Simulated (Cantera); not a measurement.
What does this Cantera script print?

```python
import numpy as np
import cantera as ct

gas = ct.Solution("gri30.yaml")
gas.TPX = 1475, 110000, {'CH4': 1, 'H2': 23}
reactor = ct.IdealGasConstPressureReactor(gas, energy="off", clone=False)
net = ct.ReactorNet([reactor])
net.rtol, net.atol = 1e-08, 1e-18
show = ['CH4', 'H2', 'C2H4', 'CH2', 'C2H', 'CH3']
times = np.geomspace(1e-06, 30, 12)

steps = ct.SolutionArray(gas, extra=["t"])
rows = []
print(f"{'t/s':>10s}{'T/K':>9s}{'P/Pa':>11s}" + "".join(f"{s:>11s}" for s in show))
for t in times:
    while net.time < t:
        t_next = net.step()
        steps.append(gas.state, t=t_next)
    rows.append([np.interp(t, steps.t, y) for y in (steps.T, steps.P, *steps(*show).X.T)])
    print(f"{t:10.3e}{rows[-1][0]:9.1f}{rows[-1][1]:11.4g}" + "".join(f"{x:11.3e}" for x in rows[-1][2:]))
rate = np.gradient(steps.T, steps.t)
print("integrator steps:", len(steps.t))
if steps.T.max() > steps.T[0] + 200:
    print(f"time of steepest temperature rise: {steps.t[rate.argmax()]:.4e} s")
gas.TPX = 1475, 110000, {'CH4': 1, 'H2': 23}
gas.equilibrate("TP")
print(f"equilibrium (TP): T = {gas.T:.1f} K  " + "  ".join(f"{s} {gas[s].X[0]:.3e}" for s in show))
```

Output:

```
       t/s      T/K       P/Pa        CH4         H2       C2H4        CH2        C2H        CH3
 1.000e-06   1475.0    1.1e+05  4.167e-02  9.583e-01  3.393e-17  5.688e-17  1.484e-33  1.255e-08
 4.783e-06   1475.0    1.1e+05  4.167e-02  9.583e-01  8.691e-15  2.318e-15  9.654e-30  5.862e-08
 2.288e-05   1475.0    1.1e+05  4.167e-02  9.583e-01  1.317e-12  6.845e-14  3.871e-26  2.786e-07
 1.094e-04   1475.0    1.1e+05  4.167e-02  9.583e-01  1.580e-10  1.642e-12  1.415e-22  1.323e-06
 5.235e-04   1475.0    1.1e+05  4.166e-02  9.583e-01  2.143e-08  2.952e-11  7.417e-19  5.576e-06
 2.504e-03   1475.0    1.1e+05  4.165e-02  9.583e-01  1.798e-06  9.299e-11  1.122e-15  9.894e-06
 1.198e-02   1475.0    1.1e+05  4.161e-02  9.583e-01  1.480e-05  9.618e-11  6.945e-14  1.006e-05
 5.730e-02   1475.0    1.1e+05  4.146e-02  9.584e-01  4.462e-05  9.662e-11  9.724e-13  1.006e-05
 2.741e-01   1475.0    1.1e+05  4.080e-02  9.588e-01  1.285e-04  9.744e-11  5.520e-12  1.002e-05
 1.311e+00   1475.0    1.1e+05  3.916e-02  9.596e-01  3.371e-04  9.956e-11  1.739e-11  9.909e-06
 6.272e+00   1475.0    1.1e+05  3.846e-02  9.600e-01  4.271e-04  1.005e-10  2.274e-11  9.861e-06
 3.000e+01   1475.0    1.1e+05  3.845e-02  9.600e-01  4.274e-04  1.005e-10  2.275e-11  9.861e-06
integrator steps: 539
equilibrium (TP): T = 1475.0 K  CH4 3.845e-02  H2 9.600e-01  C2H4 4.274e-04  CH2 1.005e-10  C2H 2.275e-11  CH3 9.861e-06
```

Computed with Cantera and GRI-Mech 3.0 (53 species, 325 reactions). GRI-Mech 3.0 stops at C3 and has no aromatics, soot or wall deposition, so with more carbon than oxygen in the feed, carbon stays in small species such as C2H2 where larger ones or solid carbon would form.
